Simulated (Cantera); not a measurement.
## Ti(OiPr)4 + H2 + H2O (titanium nitride, carbide and oxide coatings)

Charge: 1 mol Ti(OiPr)4, 80 mol H2, 0.51 mol H2O, held at 0.000140 bar.

Equilibrium computed with Cantera from the NASA thermochemical tables; the gas is ideal and each condensed phase is pure. Candidate condensed phases: C, C6H6, C7H8, C8H18, H2O, Ti, TiC, TiO, TiO2, Ti2O3, Ti3O5, Ti4O7; 113 gas species. The feed counts by its element totals alone. TiC: taken at fixed stoichiometry. The numbers say what is thermodynamically allowed, not how fast it happens.

From 1273 K to 2098 K the condensed part is C(graphite) + TiC(s).

```
T (K)  log p H2  log p H  log p CO  log p C2H2 (acetylene)  log p Ti  log p C2H  log p C3  n C(graphite)  n TiC(s)
-----  --------  -------  --------  ----------------------  --------  ---------  --------  -------------  --------
1273      -3.87    -8.08     -5.20                  -10.30      <-15       <-15      <-15           6.49      1.00
1348      -3.87    -7.57     -5.20                   -9.79      <-15       <-15      <-15           6.49      1.00
1423      -3.87    -7.11     -5.20                   -9.34      <-15     -15.52      <-15           6.49      1.00
1498      -3.87    -6.70     -5.20                   -8.93    -14.77     -14.49      <-15           6.49      1.00
1573      -3.88    -6.33     -5.20                   -8.56    -13.70     -13.55      <-15           6.49      1.00
1648      -3.88    -5.99     -5.20                   -8.23    -12.72     -12.70    -15.15           6.48      1.00
1723      -3.88    -5.68     -5.20                   -7.92    -11.83     -11.93    -14.01           6.47     1.000
1798      -3.89    -5.40     -5.20                   -7.65    -11.01     -11.22    -12.97           6.46     1.000
1873      -3.90    -5.14     -5.21                   -7.40    -10.26     -10.57    -12.01           6.43     1.000
1948      -3.92    -4.90     -5.22                   -7.18     -9.57      -9.98    -11.13           6.39     1.000
2023      -3.94    -4.69     -5.23                   -6.99     -8.93      -9.44    -10.31           6.34     0.999
2098      -3.99    -4.51     -5.25                   -6.83     -8.33      -8.94     -9.56           6.26     0.996
```
log p: log10 of the partial pressure in bar; n: condensed amount in mol.
